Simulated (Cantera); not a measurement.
A freely propagating, adiabatic, planar premixed flame of H2 : O2 : N2 = 1 : 0.532 : 2 (molar parts), unburnt at 723 K and 97.5 Torr; multicomponent transport, grid criteria slope 0.08 and curve 0.16, no radiation.

Detailed kinetics in Cantera: the H2/O2 subset of GRI-Mech 3.0, which has no nitrogen chemistry. Burning velocities carry a grid error of a few per cent, more on coarse grids.

x: mole fraction of selected species; z is measured from the peak of heat release.

```
z (mm)       T (K)  u (m/s)    x H2    x O2     x H2O    x HO2      x OH   x H2O2
------  ----------  -------  ------  ------  --------  -------  --------  -------
-23.1          723     8.59   0.283   0.151     <1e-8    <1e-8     <1e-8    <1e-8
-15.4          723     8.59   0.283   0.151     <1e-8    <1e-8     <1e-8    <1e-8
-11.5          723     8.59   0.283   0.151     <1e-8    <1e-8     <1e-8    <1e-8
-7.70          723     8.59   0.283   0.151   8.42e-8  3.01e-7     <1e-8    <1e-8
-3.85          726     8.63   0.283   0.150  0.000246  3.05e-5   1.06e-5  1.08e-7
-1.92   (withheld)     9.39   0.267   0.147   0.00823  2.66e-5  0.000227  1.94e-7
0       (withheld)     13.0   0.128  0.0975     0.107  1.39e-5   0.00371  7.39e-7
1.92          1393     15.8  0.0447  0.0463     0.196  5.90e-6   0.00900  8.05e-7
3.85    (withheld)     17.0  0.0435  0.0416     0.205  4.54e-6    0.0116  6.09e-7
7.70    (withheld)     18.4  0.0451  0.0384     0.212  3.51e-6    0.0146  3.64e-7
15.4    (withheld)     19.9  0.0453  0.0348     0.222  2.63e-6    0.0177  1.90e-7
30.8          1978     21.5  0.0434  0.0311     0.234  1.95e-6    0.0201  1.02e-7
61.6    (withheld)     23.0  0.0394  0.0273     0.248  1.54e-6    0.0214  6.35e-8
```

Task: Some entries are withheld; supply them.

Result: 
- -1.92, T (K): 793
- 0, T (K): 1126
- 3.85, T (K): 1512
- 7.70, T (K): 1652
- 15.4, T (K): 1811
- 61.6, T (K): 2143
